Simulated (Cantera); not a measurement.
Feed: 1 mol Si3N4, 0.75 mol H2O, 25 mol H2, held at 2.10 bar.

These are equilibrium values from Cantera (NASA tables, ideal gas, pure condensed phases), not measurements of a reactor. Candidate condensed phases: H2O, Si, SiO2, Si2N2O, Si3N4; 35 gas species. Mutual solubility and eutectic melting of coexisting phases are not modelled. Gases not in the tables: Si2H6 and higher silanes. Equilibrium is a limit: real reactors are often held back by kinetics, nucleation or transport.

x: gas mole fraction; n: condensed amount in mol.

| T (K) | x H2 | x N2 | x SiO | x H | x NH3 | x SiH2 | n Si2N2O(s) | n Si3N4(s) | n Si(l) |
|---|---|---|---|---|---|---|---|---|---|
| 973 | 0.990 | 0.00955 | <1e-12 | 7.42e-10 | 0.000141 | <1e-12 | 0.750 | 0.500 | 0 |
| 1048 | 0.990 | 0.00957 | <1e-12 | 5.31e-9 | 8.69e-5 | <1e-12 | 0.750 | 0.500 | 0 |
| 1123 | 0.990 | 0.00959 | <1e-12 | 2.92e-8 | 5.68e-5 | <1e-12 | 0.750 | 0.500 | 0 |
| 1198 | 0.990 | 0.00960 | <1e-12 | 1.31e-7 | 3.91e-5 | 1.37e-12 | 0.750 | 0.500 | 0 |
| 1273 | 0.990 | 0.00960 | [?] | [?] | [?] | [?] | 0.750 | 0.500 | 0 |
| 1348 | 0.990 | 0.00961 | 2.92e-10 | 1.59e-6 | 2.09e-5 | 3.20e-10 | 0.750 | 0.500 | 0 |
| 1423 | 0.990 | 0.00961 | 4.46e-9 | 4.56e-6 | 1.60e-5 | 3.17e-9 | 0.750 | 0.500 | 0 |
| 1498 | 0.990 | 0.00961 | 5.15e-8 | 1.18e-5 | 1.26e-5 | 2.49e-8 | 0.750 | 0.500 | 0 |
| 1573 | 0.990 | 0.00961 | [?] | [?] | [?] | [?] | 0.750 | 0.500 | 0 |
| 1648 | 0.990 | 0.00961 | 3.47e-6 | 6.12e-5 | 8.37e-6 | 8.65e-7 | 0.750 | 0.500 | 0 |
| 1723 | 0.990 | 0.00962 | 2.14e-5 | 0.000125 | 7.01e-6 | 4.02e-6 | 0.749 | 0.500 | 0 |
| 1798 | 0.990 | 0.00966 | 0.000113 | 0.000242 | 5.96e-6 | 1.64e-5 | 0.747 | 0.501 | 0 |
| 1873 | 0.986 | 0.0132 | 0.000471 | 0.000442 | 5.95e-6 | 4.84e-5 | 0.738 | 0.459 | 0.133 |

**Question.** Some entries are withheld; supply them.

**Answer.** 
- 1573, x SiO: 4.68e-7
- 1573, x H: 2.79e-5
- 1573, x NH3: 1.02e-5
- 1573, x SiH2: 1.60e-7
- 1273, x SiO: 1.38e-11
- 1273, x H: 4.90e-7
- 1273, x NH3: 2.81e-5
- 1273, x SiH2: 2.46e-11
